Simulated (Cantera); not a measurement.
Input (Python, Cantera) and output of one run.

```python
import numpy as np
import cantera as ct

gas_names = """
    H HO2 H2 H2O H2O2 O OH O2 O3 V VO VO2
""".split()
cond_names = """
    H2O(s) H2O(L) V(cr) V(L) VO(s) VO(L) V2O3(s) V2O3(L) V2O4(I) V2O4(II) V2O4(L) V2O5(s) V2O5(L)
""".split()


# ... load() reads the species with a 1 bar reference pressure and builds the phases ...
atoms = {
    'V2O3': {'V': 2, 'O': 3},
    'H2': {'H': 2},
}
top_T = {}  # K; cautious upper limits of use, not melting points


# ... equilibrate(T, P, feed) seeds the gas with the atoms and calls Mixture.equilibrate('TP', solver="vcs", rtol=1e-11, max_steps=5000) ...
results = []
feed = {'V2O3': 1, 'H2': 31}  # mol
T = 1700  # K
P = 63  # Pa
mix = equilibrate(T, P, feed)
results.append((T, P, feed, dict(zip(mix.species_names, mix.species_moles))))
x = sorted(zip(gas.X, gas.species_names), reverse=True)
print(f"T = {T:g} K  P = {P:g} Pa  gas = {mix.phase_moles(0):.4g} mol")
print("   x: " + "  ".join(f"{s} {v:.3e}" for v, s in x if v > 1e-06))
print("   condensed (mol): " + ("  ".join(f"{mix.phase(i).name} {mix.phase_moles(i):.4g}"
      for i in range(1, mix.n_phases) if mix.phase_moles(i) > 1e-12) or "none"))
```

It prints:

```
T = 1700 K  P = 63 Pa  gas = 31.09 mol
   x: H2 9.845e-01  H2O 9.577e-03  H 5.825e-03  VO2 8.658e-05  VO 1.235e-05  OH 2.928e-06
   condensed (mol): VO(s) 0.5981  V2O3(s) 0.6994
```

These are equilibrium values from Cantera (NASA tables, ideal gas, pure condensed phases), not measurements of a reactor. Mutual solubility and eutectic melting of coexisting phases are not modelled. VO: taken at fixed stoichiometry. Condensed phases not in the tables: the oxides between V2O3 and V2O5 other than VO2.
